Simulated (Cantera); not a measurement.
Input (Python, Cantera):

```python
import numpy as np
import cantera as ct

gas = ct.Solution("gri30.yaml")
gas.TPX = 1175, 13332, {'H2': 1.5, 'O2': 1, 'N2': 3.9}
inlet = ct.Reservoir(gas, clone=True)

reactor = ct.IdealGasConstPressureReactor(gas, energy="off", clone=False)
exhaust = ct.Reservoir(gas, clone=True)
tau = [1.3, 0.65, 0.33, 0.17, 0.085, 0.043, 0.022, 0.011, 0.0055, 0.0028, 0.0014][0]
for a, b in ((inlet, reactor), (reactor, exhaust)):
    ct.MassFlowController(a, b, mdot=lambda t: reactor.mass / tau)
net = ct.ReactorNet([reactor])
show = ['H2', 'O2', 'N2O', 'O', 'OH', 'NO2', 'H']

rows = []
print(f"{'tau/s':>10s}{'T/K':>9s}" + "".join(f"{s:>11s}" for s in show))
for tau in [1.3, 0.65, 0.33, 0.17, 0.085, 0.043, 0.022, 0.011, 0.0055, 0.0028, 0.0014]:
    net.initial_time = 0.0
    net.advance(30 * tau)
    before = gas.X
    net.advance(40 * tau)
    drift = np.max(np.abs(gas.X - before) / (gas.X + 1e-9))
    rows.append([gas.T, *gas[show].X, drift])
    print(f"{tau:10.3e}{gas.T:9.1f}" + "".join(f"{x:11.3e}" for x in gas[show].X))
```

Result:

```
     tau/s      T/K         H2         O2        N2O          O         OH        NO2          H
 1.300e+00   1175.0  5.084e-04  4.435e-02  7.643e-08  9.608e-05  3.892e-04  3.299e-10  7.006e-05
 6.500e-01   1175.0  8.002e-04  4.445e-02  6.324e-08  1.538e-04  4.924e-04  2.791e-10  1.398e-04
 3.300e-01   1175.0  1.241e-03  4.461e-02  5.215e-08  2.427e-04  6.200e-04  2.505e-10  2.737e-04
 1.700e-01   1175.0  1.894e-03  4.486e-02  4.293e-08  3.774e-04  7.770e-04  2.319e-10  5.254e-04
 8.500e-02   1175.0  2.923e-03  4.529e-02  3.489e-08  5.948e-04  9.830e-04  2.172e-10  1.030e-03
 4.300e-02   1175.0  4.430e-03  4.598e-02  2.840e-08  9.231e-04  1.236e-03  2.062e-10  1.972e-03
 2.200e-02   1175.0  6.583e-03  4.704e-02  2.322e-08  1.409e-03  1.543e-03  1.980e-10  3.668e-03
 1.100e-02   1175.0  9.740e-03  4.873e-02  1.895e-08  2.157e-03  1.929e-03  1.913e-10  6.782e-03
 5.500e-03   1175.0  1.408e-02  5.127e-02  1.558e-08  3.245e-03  2.384e-03  1.841e-10  1.207e-02
 2.800e-03   1175.0  1.966e-02  5.478e-02  1.298e-08  4.720e-03  2.887e-03  1.731e-10  2.013e-02
 1.400e-03   1175.0  2.695e-02  5.964e-02  1.081e-08  6.692e-03  3.442e-03  1.534e-10  3.192e-02
```

Computed with Cantera and GRI-Mech 3.0 (53 species, 325 reactions). The temperature is held fixed by assumption; the heat of reaction is taken as removed at once.
